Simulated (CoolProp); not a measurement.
Vapour-liquid equilibrium of CF4 (R14) (1) + R13 (2) at 0.483 MPa; x and y are mole fractions of (1).

Model: multi-fluid Helmholtz-energy mixture model, Platzer 1990 and Platzer 1990; pair parameters Bell 2016, in CoolProp. This equation is an older, rougher fit; its heat capacities, sound speeds and derivatives of the liquid may be far off and weren't checked against measurements.

Q: Give the bubble temperature and the first vapour's composition at x = 0.35, 0.425, 0.8. Is there an azeotrope?

A: x = 0.35: 190.6 K, y = 0.845; x = 0.425: 187.2 K, y = 0.882; x = 0.8: 176.2 K, y = 0.972. No azeotrope shows between x = 0.05 and 0.95.

The pair parameters rest on a limited set of measurements; away from them the model extrapolates.
